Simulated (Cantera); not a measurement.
A closed system holds: 1 mol Al(CH₃)₃, 0.52 mol H₂O, 130 mol N₂, held at 1898.15 K and 16.5 Torr.

These are equilibrium values from Cantera (NASA tables, ideal gas, pure condensed phases), not measurements of a reactor. The feed counts by its element totals alone. Rates play no part.

| species | before | after |
|---|---|---|
| N₂ | 0.957 | 0.965 |
| H₂ | 0.0357 | 0.0329 |
| CH₄ | 1.58e-8 | 0.00224 |
| CO | 0.00384 | <1e-9 |
| Al | 0.000838 | <1e-9 |
| HCN | 0.00178 | <1e-9 |
| H | 0.000996 | <1e-9 |
| HNC | 8.35e-5 | <1e-9 |
| C₂H₂ (acetylene) | 1.34e-5 | <1e-9 |
| AlN(s), mol | 0.885 | 0.653 |
| C(graphite), mol | 2.22 | 2.70 |
| Al₂O₃(s), mol | 0 | 0.173 |
Gas species are given as mole fractions.

Question: What was changed between the two runs?
A) H₂O from 0.52 to 16 mol
B) temperature from 1898.15 K to 600 K
C) temperature from 1898.15 K to 1448 K
D) H₂O from 0.52 to 42 mol

Answer: B, temperature from 1898.15 K to 600 K
